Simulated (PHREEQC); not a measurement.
A made-up water analysis in mmol/kgw, 25 °C, pH 6.42, pe 1.1:

```csv
constituent,mmol/kgw
Na,264
K,42.3
Ca,18.5
Mg,18.7
Cl,335
S(6),11.1
Alkalinity (meq/kgw),0.336
Sr,0.0415
```

Valence states are taken as typed.

Equilibrium calculation in PHREEQC: ion-association model, phreeqc.dat.

Problem. The ionic strength comes out as 0.403 mol/kgw. What activity coefficients do Sr+2, NaSO4-, Na+, HCO3-, MgHCO3+ get?

Solution. Sr+2 0.27, NaSO4- 0.70, Na+ 0.72, HCO3- 0.70, MgHCO3+ 0.67.

No solid was allowed to form.
